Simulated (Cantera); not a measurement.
Charge: 1 mol Si, 13 mol HBr, 95 mol H2, 8.7 mol Br2, equilibrated at 752 °C.

Cantera equilibrium calculation (NASA polynomials, part measured and part estimated; ideal gas, pure solids and liquids). Candidate condensed phases: Br2, Si; 19 gas species. The tables' values for SiBr3 are old estimates; treat these amounts as uncertain. Rates play no part.

log p: log10 of the partial pressure in bar; nothing condenses.

| P (Pa) | log p H2 | log p HBr | log p SiBr4 | log p SiBr2 | log p Br |
|---|---|---|---|---|---|
| 1 | -5.13 | -5.62 | -8.05 | -7.13 | -8.28 |
| 5.20 | -4.41 | -4.91 | -6.79 | -6.57 | -7.93 |
| 27 | [?] | [?] | [?] | [?] | [?] |
| 140 | -2.97 | -3.49 | -4.96 | -6.13 | -7.23 |
| 720 | -2.26 | -2.78 | -4.22 | -6.10 | -6.87 |
| 3700 | -1.55 | -2.07 | -3.51 | -6.09 | -6.52 |
| 19000 | [?] | [?] | [?] | -6.09 | [?] |
| 100000 | -0.12 | -0.64 | -2.07 | -6.09 | -5.80 |

Complete the blanks.


- 27, log p H2: -3.69
- 27, log p HBr: -4.20
- 27, log p SiBr4: -5.78
- 27, log p SiBr2: -6.25
- 27, log p Br: -7.58
- 19000, log p H2: -0.84
- 19000, log p HBr: -1.36
- 19000, log p SiBr4: -2.79
- 19000, log p Br: -6.16
